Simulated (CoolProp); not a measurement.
Vapour-liquid equilibrium of toluene (1) + n-dodecane (2) at 0.0566 MPa; x and y are mole fractions of (1).

Computed with CoolProp (multi-fluid Helmholtz-energy mixture model, Lemmon 2006 and Lemmon 2004; pair parameters Bell 2016).

Task: Give the bubble temperature and the first vapour's composition at x = 0.2, 0.35, 0.95. Is there an azeotrope?

Result: x = 0.2: 421.4 K, y = 0.793; x = 0.35: 400.4 K, y = 0.923; x = 0.95: 366.1 K, y = 0.999. No azeotrope shows between x = 0.05 and 0.95.

Pair parameters are fitted to limited data, so mixtures are less certain than the pure fluids.
